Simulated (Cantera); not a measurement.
A perfectly stirred reactor is fed with CH4 : H2 = 1 : 16 (molar parts), at 0.266 atm; it is held at 1800 K, and followed from long to short residence time.

Cantera simulation using GRI-Mech 3.0 (53 species, 325 reactions); the numbers are that mechanism's predictions, not measurements. GRI-Mech 3.0 stops at C3 and has no aromatics, soot or wall deposition, so with more carbon than oxygen in the feed, carbon stays in small species such as C2H2 where larger ones or solid carbon would form.

```
quantity                  before     after
----------------------  --------  --------
x(CH4) at τ = 4.60 s     0.00503   0.00600
x(H2) at τ = 4.60 s        0.969     0.957
x(CH2) at τ = 4.60 s     5.51e-8   6.62e-8
x(C2H4) at τ = 4.60 s   0.000155  0.000221
x(H) at τ = 4.60 s      0.000678  0.000673
x(CH4) at τ = 0.130 s     0.0226    0.0282
x(H2) at τ = 0.130 s       0.960     0.945
x(CH2) at τ = 0.130 s    2.17e-7   2.65e-7
x(C2H4) at τ = 0.130 s  0.000140  0.000215
x(H) at τ = 0.130 s     0.000646  0.000635
```

### Question
Which change was made?
A. CH4 1 to 1.5 parts
B. CH4 1 to 0.54 parts
C. pressure from 0.266 atm to 0.987 atm
D. pressure from 0.266 atm to 0.000622 atm

### Answer
A, CH4 1 to 1.5 parts
